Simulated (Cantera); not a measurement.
**Reactions in the system C-H-S-Si**

Source: NASA polynomial tables (part measured, part estimated), evaluated in Cantera. Values are per mole of reaction as written; species without (g) are pure solids or liquids, kept so even where they would boil at 1 bar.

10 S + 8 Si(CH₃)₄(g) = 8 SiH₃(g) + 9 C₃H₈(g) + 5 CS₂(g)

| T (K) | ΔH° (kJ) | ΔS° (J/K) | ΔG° (kJ) | log10 K | condensed phases |
|---|---|---|---|---|---|
| 300 | 3610.1 | 2143.8 | 2966.9 | -516.58 | S(s) |
| 823 | 3484.3 | 1885.4 | 1932.6 | -122.65 | S(l) |
| 848 | 3480.1 | 1880.5 | 1885.5 | -116.14 | S(l) |
| 873 | 3475.7 | 1875.4 | 1838.5 | -110.00 | S(l) |
| 898 | 3471.2 | 1870.2 | 1791.7 | -104.22 | S(l) |
| 923 | 3466.4 | 1865.0 | 1745.0 | -98.75 | S(l) |
| 948 | 3461.7 | 1859.9 | 1698.5 | -93.58 | S(l) |
| 973 | 3457.1 | 1855.2 | 1652.0 | -88.69 | S(l) |
| 998 | 3452.9 | 1850.9 | 1605.7 | -84.04 | S(l) |
| 1023 | 3449.1 | 1847.2 | 1559.5 | -79.63 | S(l) |
| 1048 | 3445.3 | 1843.5 | 1513.3 | -75.43 | S(l) |
